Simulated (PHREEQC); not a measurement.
Solution (65 °C and 300 atm): 0.0043 mol/kgw K2HPO4 and 1.2e-06 mol/kgw Ca(HCO3)2. Closed to the air; pH follows from the charge balance.

Equilibrium calculation in PHREEQC: ion-association model, phreeqc.dat.

Question: The ionic strength comes out as 0.0128 mol/kgw. What activity coefficients do H2PO4-, KHPO4-, PO4-3, K+, OH- get?

Answer: H2PO4- 0.89, KHPO4- 0.89, PO4-3 0.33, K+ 0.88, OH- 0.88.

No solid was allowed to form. Under pressure, the constants of complexes without a molar volume in the database are unreliable. Away from 25 °C the constants follow the database's enthalpies or fits; those with neither stay at their 25 °C values.
